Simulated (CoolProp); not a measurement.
1000 sccm (0 °C, 1 atm) of nitrogen bubbles through liquid octamethyltrisiloxane (MDM) at 301.3 K and leaves saturated at a total pressure of 0.0145 MPa (ideal gas phase). Each further row changes one setting.

Values from CoolProp's reference Helmholtz-energy equation of state, Thol 2017.

```
case                      vapour pressure (kPa)  mole fraction of vapour  delivery (mg/min)  delivery (sccm)  change of delivery for a bath 1 K warmer (%)
------------------------  ---------------------  -----------------------  -----------------  ---------------  --------------------------------------------
as stated                                 0.612                   0.0422                465             44.1                                             ?
bath temperature 306.3 K                  0.836                   0.0577                  ?                ?                                           6.7
total pressure 0.029 MPa                  0.612                        ?                  ?             21.6                                           6.7
```

**Question.** Fill in the missing entries.

**Answer.** 
- as stated, change of delivery for a bath 1 K warmer (%): 6.9
- bath temperature 306.3 K, delivery (mg/min): 646
- bath temperature 306.3 K, delivery (sccm): 61.2
- total pressure 0.029 MPa, mole fraction of vapour: 0.0211
- total pressure 0.029 MPa, delivery (mg/min): 228
